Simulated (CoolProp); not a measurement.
The fluid at 361.94 K and 0.9 MPa expands adiabatically to 0.0857 MPa with isentropic efficiency 0.7. The same conditions are run with several fluids, on thermodynamics alone (safety and materials aside).

The numbers come from the reference Helmholtz-energy equation of state of each fluid (R1336mzz(E): Akasaka 2023; R407C: Lemmon 2003; R236FA: Pan 2012; dry air: Lemmon 2000; CH3F (R41): Lemmon 2006) in CoolProp. Blends and air are pseudo-pure fits.

Problem. Rank R1336mzz(E), R407C, R236FA, dry air, CH3F (R41) by work (kJ/kg), highest first.

Solution. dry air (124), CH3F (R41) (110), R407C (48.1), R236FA (27.7), R1336mzz(E) (25.1)

```
fluid        final temperature (K)  final density (kg/m³)
-----------  ---------------------  ---------------------
R1336mzz(E)                  318.5                   5.45
R407C                        297.8                   3.03
R236FA                       319.2                   5.02
dry air                      237.3                   1.26
CH3F (R41)                   255.8                   1.39
```
